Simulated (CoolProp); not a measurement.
A single-stage vapour-compression cycle with hydrogen chloride: evaporating at 271.15 K (dew point), condensing at 309.15 K (bubble point), superheat 10 K, subcooling 0 K, compressor efficiency 0.6, no pressure losses. Each further row changes one setting.

Computed with CoolProp (reference Helmholtz-energy equation of state, Thol 2018).

```
case                              cooling COP  pressure ratio  discharge temperature (K)  refrigerating effect (kJ/kg)  volumetric capacity (kJ/m³)
--------------------------------  -----------  --------------  -------------------------  ----------------------------  ---------------------------
as stated                                 ___            2.45                      391.0                           243                        11700
evaporating temperature 276.15 K         3.36            2.15                      377.7                           242                        13400
condensing temperature 304.15 K          3.44            2.20                      375.7                           ___                        12400
subcooling 5 K                           3.00            2.45                      391.0                           259                        12500
superheat 20 K                            ___            2.45                        ___                           256                        11500
compressor efficiency 0.5                2.35            2.45                      407.1                           243                        11700
```

Task: Complete the blanks.

Result: 
- as stated, cooling COP: 2.82
- condensing temperature 304.15 K, refrigerating effect (kJ/kg): 257
- superheat 20 K, cooling COP: 2.77
- superheat 20 K, discharge temperature (K): 409.5
